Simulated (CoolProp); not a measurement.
Vapour-liquid equilibrium of propane (1) + R227EA (2) at 51.15 °C; x and y are mole fractions of (1).

Computed with CoolProp (multi-fluid Helmholtz-energy mixture model, Lemmon 2009 and Lemmon 2016; pair parameters Bell 2016).

| x | bubble pressure, mixture model (MPa) | bubble pressure, Raoult's law (MPa) | y, mixture model | y, Raoult's law |
|---|---|---|---|---|
| 0.05 | 1.074 | 0.9844 | 0.133 | 0.089 |
| 0.15 | 1.301 | 1.066 | 0.314 | 0.247 |
| 0.25 | 1.482 | 1.147 | 0.430 | 0.383 |
| 0.35 | 1.621 | 1.228 | 0.514 | 0.501 |
| 0.45 | 1.725 | 1.310 | 0.581 | 0.604 |
| 0.55 | 1.801 | 1.391 | 0.640 | 0.695 |
| 0.65 | 1.852 | 1.472 | 0.697 | 0.776 |
| 0.75 | 1.877 | 1.553 | 0.759 | 0.848 |
| 0.85 | 1.869 | 1.635 | 0.834 | 0.913 |
| 0.95 | 1.812 | 1.716 | 0.933 | 0.972 |

The largest gap from Raoult's law is +32.0 % in bubble pressure, at x = 0.35. y crosses x between x = 0.75 and 0.85: the model has an azeotrope there.

Pair parameters are fitted to limited data, so mixtures are less certain than the pure fluids.
